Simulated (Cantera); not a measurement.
Input: 1 mol CuO, 3 mol C, 2.8 mol CO, held at 0.0133 bar.

Cantera equilibrium calculation (NASA polynomials, part measured and part estimated; ideal gas, pure solids and liquids). Candidate condensed phases: C, Cu, CuO, Cu₂O; 15 gas species. Rates play no part.

Problem. At 1773 K, list the 3 most abundant gas species with their mole fractions, and the condensed phases.

Solution. CO 0.970, Cu 0.0296, Cu₂ 5.04e-5. Condensed: C(graphite) + Cu(l).
